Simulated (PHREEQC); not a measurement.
1 kg of water holding 0.0036 mol/kgw Na2CO3 and 0.27 mol/kgw Na2SO4 is evaporated at 75 °C; the solids stay in contact with the brine. CO2 from the air is kept out. Solids allowed: Burkeite, Mirabilite, Nahcolite, Natron, Thenardite, Trona. Others were left out.

Computed with PHREEQC (Pitzer model, pitzer.dat).

| water left (kg) | ionic strength | water activity | Thenardite (mol) | C in solution (mol/kgw) | Na in solution (mol/kgw) | S in solution (mol/kgw) |
|---|---|---|---|---|---|---|
| 1 | 0.819 | 0.989 | 0 | 0.00360 | 0.547 | 0.270 |
| 0.6755 | 1.21 | 0.985 | 0 | 0.00533 | 0.810 | 0.400 |
| 0.4563 | 1.80 | 0.978 | 0 | 0.00789 | 1.20 | 0.592 |
| 0.3083 | 2.66 | 0.968 | 0 | 0.0117 | 1.78 | … |
| 0.2082 | 3.94 | 0.954 | 0 | 0.0173 | 2.63 | … |
| 0.1407 | 5.83 | 0.933 | 0 | 0.0256 | 3.89 | … |
| 0.09504 | 8.63 | … | 0 | 0.0379 | 5.76 | 2.84 |
| 0.05277 | 9.05 | 0.897 | 0.114 | 0.0682 | 6.04 | 2.95 |
| 0.03566 | 9.05 | 0.897 | … | 0.101 | 6.04 | 2.92 |
| 0.02409 | 9.04 | 0.896 | 0.201 | 0.149 | 6.04 | 2.87 |
| 0.0163 | 9.04 | 0.894 | … | 0.221 | 6.04 | 2.80 |
| 0.01102 | 9.04 | … | 0.240 | 0.327 | 6.04 | 2.69 |
| 0.007451 | 9.05 | 0.890 | … | 0.483 | 6.05 | 2.54 |
| 0.005037 | 9.08 | 0.885 | 0.258 | 0.715 | 6.07 | 2.32 |

Problem. Complete the blanks.

Solution. 
- 0.3083, S in solution (mol/kgw): 0.876
- 0.2082, S in solution (mol/kgw): 1.30
- 0.1407, S in solution (mol/kgw): 1.92
- 0.09504, water activity: 0.902
- 0.03566, Thenardite (mol): 0.166
- 0.0163, Thenardite (mol): 0.224
- 0.01102, water activity: 0.892
- 0.007451, Thenardite (mol): 0.251

Complexes and solids missing from the database can't appear. At this temperature some constants are extrapolated from 25 °C, and those without enthalpy data are left unchanged.
